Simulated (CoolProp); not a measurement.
Dimethyl ether along the isotherm 251.85 °C: density (kg/m³) from the reference equation and from simpler models built on Tc = 127.2 °C, pc = 5337 kPa, ω = 0.196; each cubic takes its own stable root.

The numbers come from the reference Helmholtz-energy equation of state, Wu 2011 in CoolProp.

```json
[
 {"p (kPa)": "3340", "phase": "gas", "reference": "38.83"},
 {"p (kPa)": "6670", "phase": "supercritical", "reference": "85.80"},
 {"p (kPa)": "10000", "phase": "supercritical", "reference": "142.1"},
 {"p (kPa)": "13300", "phase": "supercritical", "reference": "203.6"},
 {"p (kPa)": "16700", "phase": "supercritical", "reference": "263.7"},
 {"p (kPa)": "20000", "phase": "supercritical", "reference": "311.9"},
 {"p (kPa)": "23300", "phase": "supercritical", "reference": "349.8"},
 {"p (kPa)": "26700", "phase": "supercritical", "reference": "380.4"}
]
```

Question: How far does each simpler model (ideal gas, van der Waals, Redlich-Kwong, Soave-Redlich-Kwong, Peng-Robinson) lie from the reference over these 8 states: mean and median of the absolute difference, and the worst?

Answer: 
- ideal gas: mean 25.6 %, median 27.8 %, worst -33.2 % at 251.85 °C and 16700 kPa
- van der Waals: mean 6.3 %, median 6.9 %, worst -12.3 % at 251.85 °C and 26700 kPa
- Redlich-Kwong: mean 1.8 %, median 1.8 %, worst -3.5 % at 251.85 °C and 26700 kPa
- Soave-Redlich-Kwong: mean 7.3 %, median 8.9 %, worst -10.6 % at 251.85 °C and 20000 kPa
- Peng-Robinson: mean 2.4 %, median 2.7 %, worst -4.3 % at 251.85 °C and 20000 kPa
